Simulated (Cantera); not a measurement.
Input (Python, Cantera) and output of one run.

```python
import numpy as np
import cantera as ct

gas_names = """
    Ba BaF BaF2 F F2 H HF H2 H2F2 H3F3 H4F4 H5F5 H6F6 H7F7
""".split()
cond_names = """
    Ba(cr) Ba(L) BaF2(a) BaF2(b,c) BaF2(L)
""".split()


def load(file, names, dense=False):
    # The tables refer to 1 bar. Condensed volumes are neglected.
    table = {s.name: s for s in ct.Species.list_from_file(file)}
    out = []
    for n in names:
        d = dict(table[n].input_data)
        d["thermo"] = dict(d["thermo"], **{"reference-pressure": 1e5})
        if dense:
            d["equation-of-state"] = {"model": "constant-volume", "density": "1e6 g/cm^3"}
        out.append(ct.Species.from_dict(d))
    return out


gas = ct.Solution(thermo="ideal-gas", species=load("nasa_gas.yaml", gas_names))
cond = {s.name: ct.Solution(thermo="fixed-stoichiometry", species=[s], name=s.name)
        for s in load("nasa_condensed.yaml", cond_names, dense=True)}
atoms = {
    'BaF2': {'Ba': 1, 'F': 2},
    'H2': {'H': 2},
}
top_T = {}  # K; cautious upper limits of use, not melting points


def equilibrate(T, P, feed):
    n = {}
    for name, mol in feed.items():
        for a, k in atoms[name].items():
            n[a] = n.get(a, 0.0) + k * mol
    gas.TPX = T, P, n
    mass = sum(n.values()) * gas.mean_molecular_weight
    gas.equilibrate("TP")
    valid = [c for c in cond.values() if c.min_temp <= T <= top_T.get(c.name, c.max_temp)]
    mix = ct.Mixture([(gas, mass / gas.mean_molecular_weight)] + [(c, 0.0) for c in valid])
    mix.T, mix.P = T, P
    mix.equilibrate("TP", solver="vcs", rtol=1e-11, max_steps=5000)
    return mix


results = []
feed = {'BaF2': 1, 'H2': 0.26}  # mol
P = 3300  # Pa
for T in [1275, 1350, 1425, 1500, 1575, 1650, 1725, 1800, 1875]:
    mix = equilibrate(T, P, feed)
    results.append((T, P, feed, dict(zip(mix.species_names, mix.species_moles))))
    x = sorted(zip(gas.X, gas.species_names), reverse=True)
    print(f"T = {T:g} K  P = {P:g} Pa  gas = {mix.phase_moles(0):.4g} mol")
    print("   x: " + "  ".join(f"{s} {v:.3e}" for v, s in x if v > 0.001))
    print("   condensed (mol): " + ("  ".join(f"{mix.phase(i).name} {mix.phase_moles(i):.4g}"
          for i in range(1, mix.n_phases) if mix.phase_moles(i) > 1e-12) or "none"))
```

It prints:

```
T = 1275 K  P = 3300 Pa  gas = 0.26 mol
   x: H2 1.000e+00
   condensed (mol): BaF2(a) 1
T = 1350 K  P = 3300 Pa  gas = 0.26 mol
   x: H2 9.999e-01
   condensed (mol): BaF2(a) 1
T = 1425 K  P = 3300 Pa  gas = 0.2601 mol
   x: H2 9.996e-01
   condensed (mol): BaF2(a) 0.9999
T = 1500 K  P = 3300 Pa  gas = 0.2604 mol
   x: H2 9.983e-01
   condensed (mol): BaF2(b,c) 0.9997
T = 1575 K  P = 3300 Pa  gas = 0.2613 mol
   x: H2 9.943e-01  BaF2 3.602e-03
   condensed (mol): BaF2(b,c) 0.9988
T = 1650 K  P = 3300 Pa  gas = 0.2642 mol
   x: H2 9.828e-01  BaF2 1.194e-02  HF 2.367e-03  BaF 2.339e-03
   condensed (mol): BaF2(L) 0.9962
T = 1725 K  P = 3300 Pa  gas = 0.2713 mol
   x: H2 9.552e-01  BaF2 3.304e-02  HF 5.383e-03  BaF 5.327e-03
   condensed (mol): BaF2(L) 0.9896
T = 1800 K  P = 3300 Pa  gas = 0.2892 mol
   x: H2 8.924e-01  BaF2 8.323e-02  HF 1.126e-02  BaF 1.115e-02  H 1.862e-03
   condensed (mol): BaF2(L) 0.9727
T = 1875 K  P = 3300 Pa  gas = 0.3363 mol
   x: H2 7.607e-01  BaF2 1.931e-01  HF 2.157e-02  BaF 2.139e-02  H 3.147e-03
   condensed (mol): BaF2(L) 0.9278
```

Cantera equilibrium calculation (NASA polynomials, part measured and part estimated; ideal gas, pure solids and liquids).
